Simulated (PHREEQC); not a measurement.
Consider water at 92 °C with 190 mmol/kgw CuSO4, 0.32 mmol/kgw H2SO4 and 0.36 mmol/kgw Na2SO4. Closed to the air; pH follows from the charge balance.

Model: ion-association model, phreeqc.dat, run in PHREEQC.

### Question
The ionic strength comes out as 0.362 mol/kgw. What activity coefficients do H+, HSO4-, Cu+2, Na+, SO4-2 get?

### Answer
H+ 0.75, HSO4- 0.70, Cu+2 0.23, Na+ 0.69, SO4-2 0.19.

Precipitation was switched off in this run. At this temperature some constants are extrapolated from 25 °C, and those without enthalpy data are left unchanged.
